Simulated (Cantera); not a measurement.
An isothermal, constant-pressure homogeneous reactor starts with CH₄ : N₂ = 1 : 65 (molar parts), at 1400 K and 20.0 Torr. Integrator tolerance rtol = 1e-08.

Computed with Cantera and GRI-Mech 3.0 (53 species, 325 reactions). GRI-Mech 3.0 stops at C3 and has no aromatics, soot or wall deposition, so with more carbon than oxygen in the feed, carbon stays in small species such as C2H2 where larger ones or solid carbon would form. Radical loss at walls, strong at low pressure, is not modelled.

Q: What does this change do: CH4 1 to 4.3 parts?

A: 
```csv
quantity,before,after
x(CH₄) at 100 s,0.00523 (gas-phase equilibrium 7.14e-6),0.0234 (gas-phase equilibrium 0.000177)
x(H) at 100 s,1.99e-6 (gas-phase equilibrium 4.49e-6),3.27e-6 (gas-phase equilibrium 8.86e-6)
x(C₂H₂) at 100 s,0.00486 (gas-phase equilibrium 0.000885),0.0181 (gas-phase equilibrium 0.00913)
x(CH₃) at 100 s,1.41e-5 (gas-phase equilibrium 2.87e-8),2.80e-5 (gas-phase equilibrium 3.59e-7)
x(C₂H₄) at 100 s,2.15e-5 (gas-phase equilibrium 4.35e-7),8.61e-5 (gas-phase equilibrium 1.75e-5)
x(HCN) at 100 s,2.99e-8 (gas-phase equilibrium 0.0131),9.00e-9 (gas-phase equilibrium 0.0400)
x(H₂) at 100 s,0.0146 (gas-phase equilibrium 0.0224),0.0544 (gas-phase equilibrium 0.0874)
```

Q: What does this change do: CH4 1 to 0.25 parts?

A: 
```tsv
quantity	before	after
x(CH₄) at 100 s	0.00523 (gas-phase equilibrium 7.14e-6)	0.00118 (gas-phase equilibrium 2.55e-7)
x(H) at 100 s	1.99e-6 (gas-phase equilibrium 4.49e-6)	1.21e-6 (gas-phase equilibrium 2.27e-6)
x(C₂H₂) at 100 s	0.00486 (gas-phase equilibrium 0.000885)	0.00131 (gas-phase equilibrium 6.75e-5)
x(CH₃) at 100 s	1.41e-5 (gas-phase equilibrium 2.87e-8)	7.14e-6 (gas-phase equilibrium 2.02e-9)
x(C₂H₄) at 100 s	2.15e-5 (gas-phase equilibrium 4.35e-7)	6.81e-6 (gas-phase equilibrium 8.49e-9)
x(HCN) at 100 s	2.99e-8 (gas-phase equilibrium 0.0131)	8.58e-8 (gas-phase equilibrium 0.00368)
x(H₂) at 100 s	0.0146 (gas-phase equilibrium 0.0224)	0.00394 (gas-phase equilibrium 0.00572)
```
